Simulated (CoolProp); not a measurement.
CH3F (R41) along the isotherm 360.8 K: density (kg/m³) from the reference equation and from simpler models built on Tc = 317.3 K, pc = 5.906 MPa, ω = 0.200; each cubic takes its own stable root.

Values from CoolProp's reference Helmholtz-energy equation of state, Lemmon 2006. It is a short technical equation, of lower accuracy than the large ones.

```json
[
 {"p (MPa)": "2.46", "phase": "gas", "reference": "31.39", "van der Waals": "30.91", "Peng-Robinson": "31.32"},
 {"p (MPa)": "4.92", "phase": "gas", "reference": "72.54", "van der Waals": "…", "Peng-Robinson": "71.95"},
 {"p (MPa)": "7.38", "phase": "supercritical", "reference": "131.0", "van der Waals": "132.2", "Peng-Robinson": "127.8"},
 {"p (MPa)": "9.84", "phase": "supercritical", "reference": "220.4", "van der Waals": "…", "Peng-Robinson": "203.8"},
 {"p (MPa)": "12.3", "phase": "supercritical", "reference": "…", "van der Waals": "284.7", "Peng-Robinson": "282.1"},
 {"p (MPa)": "14.8", "phase": "supercritical", "reference": "410.0", "van der Waals": "314.3", "Peng-Robinson": "…"},
 {"p (MPa)": "17.2", "phase": "supercritical", "reference": "457.5", "van der Waals": "333.7", "Peng-Robinson": "382.7"},
 {"p (MPa)": "19.7", "phase": "supercritical", "reference": "492.0", "van der Waals": "349.0", "Peng-Robinson": "415.7"},
 {"p (MPa)": "22.1", "phase": "supercritical", "reference": "…", "van der Waals": "361.0", "Peng-Robinson": "441.1"},
 {"p (MPa)": "24.6", "phase": "supercritical", "reference": "…", "van der Waals": "371.4", "Peng-Robinson": "463.4"},
 {"p (MPa)": "27.1", "phase": "supercritical", "reference": "556.6", "van der Waals": "380.4", "Peng-Robinson": "…"},
 {"p (MPa)": "29.5", "phase": "supercritical", "reference": "571.5", "van der Waals": "388.0", "Peng-Robinson": "498.4"}
]
```

Task: Complete the blanks.

Result: 
- 4.92, van der Waals: 71.00
- 9.84, van der Waals: 229.5
- 12.3, reference: 330.5
- 14.8, Peng-Robinson: 341.5
- 22.1, reference: 517.3
- 24.6, reference: 538.7
- 27.1, Peng-Robinson: 482.4
